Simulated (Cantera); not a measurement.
An adiabatic, constant-volume homogeneous reactor starts with 5.88 % CH4, 0.200 % CO, 19.8 % O2, 74.1 % N2, equivalence ratio 0.60, at 1425 K and 1.30 bar.

Model: GRI-Mech 3.0 (53 species, 325 reactions), integrated in Cantera.

Task: Predict: time of steepest temperature rise; temperature at 0.200 s; equilibrium temperature; x(CO) at 0.200 s; x(O2) at 0.200 s; x(CO2) at 0.200 s.

Result: 
- time of steepest temperature rise = 1.64 ms
- temperature at 0.200 s = 2667 K
- equilibrium temperature = 2667 K
- x(CO) at 0.200 s = 0.0101 (gas-phase equilibrium 0.0101)
- x(O2) at 0.200 s = 0.0703 (gas-phase equilibrium 0.0703)
- x(CO2) at 0.200 s = 0.0499 (gas-phase equilibrium 0.0499)
